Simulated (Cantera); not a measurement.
Adiabatic ignition

An adiabatic, constant-pressure homogeneous reactor starts with CH₄ : O₂ : N₂ = 1 : 1.18 : 4.42 (molar parts), at 1750 K and 5.00 bar.

Computed with Cantera and GRI-Mech 3.0 (53 species, 325 reactions).

```
t (s)     T (K)     x CH₄      x O₂   x C₂H₂     x HO₂      x NO
--------  -----  --------  --------  -------  --------  --------
5.00e-6    1749     0.151     0.179  2.78e-9   2.02e-5  2.67e-12
1.19e-5    1750     0.150     0.178  1.70e-7   3.37e-5  1.52e-11
2.84e-5    1776     0.140     0.172  1.49e-5  0.000127  1.71e-10
6.77e-5    2863  1.65e-11  0.000364   <1e-12   5.28e-7  0.000404
0.000161   2868  1.84e-11  0.000328   <1e-12   4.75e-7  0.000690
0.000384   2866  1.88e-11  0.000320   <1e-12   4.64e-7   0.00110
0.000916   2864  1.90e-11  0.000316   <1e-12   4.58e-7   0.00133
0.00218    2864  1.90e-11  0.000315   <1e-12   4.57e-7   0.00135
0.00520    2864  1.90e-11  0.000315   <1e-12   4.57e-7   0.00135
0.0124     2864  1.90e-11  0.000315   <1e-12   4.57e-7   0.00135
0.0296     2864  1.90e-11  0.000315   <1e-12   4.57e-7   0.00135
0.0704     2864  1.90e-11  0.000315   <1e-12   4.57e-7   0.00135
0.168      2864  1.90e-11  0.000315   <1e-12   4.57e-7   0.00135
0.400      2864  1.90e-11  0.000315   <1e-12   4.57e-7   0.00135
```
x: mole fraction; the columns are a selection and need not sum to one.

```json
{
  "time_of_steepest_temperature_rise": "46.7 µs",
  "temperature at 0.400 s": "2864 K",
  "equilibrium_temperature": "2864 K",
  "x(CH₄) at 0.400 s": "1.90e-11 (gas-phase equilibrium 2.17e-11)",
  "x(O₂) at 0.400 s": "0.000315 (gas-phase equilibrium 0.000315)",
  "x(C₂H₂) at 0.400 s": "<1e-12 (gas-phase equilibrium <1e-12)"
}
```
